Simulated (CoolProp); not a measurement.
Values from CoolProp's reference Helmholtz-energy equation of state, Kamei 1995.

Problem. Give the vapour pressure (MPa), vapour density (kg/m³), liquid cp (kJ/(kg K)), liquid viscosity (µPa s) of saturated R22 at 266.2 K.

Solution. 
| T (K) | p (MPa) | vapour density (kg/m³) | liquid cp (kJ/(kg K)) | liquid viscosity (µPa s) |
|---|---|---|---|---|
| 266.2 | 0.395 | 17.0 | 1.15 | 186 |

Viscosity comes from a separate model (Bell 2016), an estimate that may be off by 10 % or more.
